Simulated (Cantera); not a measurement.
A perfectly stirred reactor is fed with H2 : O2 : N2 = 1.5 : 1 : 2.8 (molar parts), at 750 Torr; it is held at 750 K, and followed from long to short residence time.

Cantera simulation using the H2/O2 subset of GRI-Mech 3.0, which has no nitrogen chemistry; the numbers are that mechanism's predictions, not measurements. Below about 950 K walls govern HO2 and H2O2 in real vessels. The temperature is held fixed by assumption; the heat of reaction is taken as removed at once.

**Question.** What does this change do: temperature 750 to 1225 K?

**Answer.** 
```tsv
quantity	before	after
x(H2) at τ = 1.90 s	0.283	0.000172
x(O2) at τ = 1.90 s	0.189	0.0550
x(H) at τ = 1.90 s	<1e-12	8.81e-7
x(OH) at τ = 1.90 s	<1e-12	5.73e-5
x(O) at τ = 1.90 s	<1e-12	2.32e-6
x(H2) at τ = 17.0 ms	0.283	0.00308
x(O2) at τ = 17.0 ms	0.189	0.0562
x(H) at τ = 17.0 ms	<1e-12	9.13e-5
x(OH) at τ = 17.0 ms	<1e-12	0.000343
x(O) at τ = 17.0 ms	<1e-12	0.000101
```
